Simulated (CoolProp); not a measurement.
Properties of methanol at several states.

Computed with CoolProp (reference Helmholtz-energy equation of state, de Reuck 1993).

```csv
T (K),p (kPa),phase,density (kg/m³),cv (kJ/(kg K)),Joule-Thomson coefficient (K/MPa),isothermal compressibility (1/MPa),expansivity (1/kK)
235.8,43400,liquid,871.8,1.853,-0.3915,0.0006219,0.9680
581.3,401,gas,2.684,1.829,5.454,2.518,1.773
392.3,56.5,gas,0.5594,1.364,45.08,17.84,2.655
556.8,20.5,gas,0.1420,1.740,7.006,48.81,1.800
```
